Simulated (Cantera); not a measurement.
Input: 1 mol MgO, 0.41 mol O2, 8.1 mol CO2, equilibrated at 7.20 bar.

Equilibrium computed with Cantera from the NASA thermochemical tables; the gas is ideal and each condensed phase is pure. Candidate condensed phases: C, Mg, MgCO3, MgO; 15 gas species. Equilibrium is a limit: real reactors are often held back by kinetics, nucleation or transport.

x: gas mole fraction; n: condensed amount in mol.

| T (°C) | x CO2 | x O2 | x CO | x O | n MgCO3(s) | n MgO(s) |
|---|---|---|---|---|---|---|
| 352 | 0.945 | 0.0546 | <1e-12 | <1e-12 | 1.00 | 0 |
| 452 | 0.945 | 0.0546 | <1e-12 | <1e-12 | 1.00 | 0 |
| 552 | 0.952 | 0.0482 | <1e-12 | <1e-12 | 0 | 1.00 |
| 652 | 0.952 | 0.0482 | 6.24e-12 | ___ | 0 | 1.00 |
| 752 | 0.952 | 0.0482 | 2.25e-10 | ___ | 0 | 1.00 |
| 852 | 0.952 | 0.0482 | 4.28e-9 | ___ | 0 | 1.00 |
| 952 | 0.952 | 0.0482 | 5.02e-8 | ___ | 0 | 1.00 |
| 1052 | 0.952 | 0.0482 | 4.04e-7 | ___ | 0 | 1.00 |
| 1152 | 0.952 | 0.0482 | 2.42e-6 | ___ | 0 | 1.00 |
| 1252 | 0.952 | 0.0482 | 1.14e-5 | ___ | 0 | 1.00 |
| 1352 | 0.952 | 0.0482 | 4.45e-5 | ___ | 0 | 1.00 |
| 1452 | 0.952 | 0.0482 | 0.000148 | ___ | 0 | 1.00 |

Problem. Complete the blanks.

Solution. 
- 652, x O: 1.10e-12
- 752, x O: 2.70e-11
- 852, x O: 3.78e-10
- 952, x O: 3.44e-9
- 1052, x O: 2.25e-8
- 1152, x O: 1.14e-7
- 1252, x O: 4.63e-7
- 1352, x O: 1.59e-6
- 1452, x O: 4.75e-6
